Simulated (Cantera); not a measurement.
An isothermal, constant-pressure homogeneous reactor starts with NO : N2 = 1 : 2.9 (molar parts), at 1698 K and 0.130 bar.

Detailed kinetics in Cantera: GRI-Mech 3.0 (53 species, 325 reactions).

Q: Predict: x(NO) at 300 s; x(N2O) at 300 s; x(O) at 300 s; x(N2) at 300 s; x(NO2) at 300 s.

A: 
* **x(NO) at 300 s**: 0.0600 (gas-phase equilibrium 0.00236)
* **x(N2O) at 300 s**: 1.29e-6 (gas-phase equilibrium 5.24e-8)
* **x(O) at 300 s**: 3.85e-5 (gas-phase equilibrium 4.35e-5)
* **x(N2) at 300 s**: 0.842 (gas-phase equilibrium 0.871)
* **x(NO2) at 300 s**: 4.64e-5 (gas-phase equilibrium 2.08e-6)
